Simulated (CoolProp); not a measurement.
Vapour-liquid equilibrium of R22 (1) + R142b (2) at 0.959 MPa; x and y are mole fractions of (1).

Model: multi-fluid Helmholtz-energy mixture model, Kamei 1995 and Lemmon 2006; pair parameters Bell 2016, in CoolProp.

Problem. Give the bubble temperature and the first vapour's composition at x = 0.275, 0.65, 0.95. Is there an azeotrope?

Solution. x = 0.275: 322.3 K, y = 0.456; x = 0.65: 306.7 K, y = 0.818; x = 0.95: 296.5 K, y = 0.981. No azeotrope shows between x = 0.05 and 0.95.

Pair parameters are fitted to limited data, so mixtures are less certain than the pure fluids.
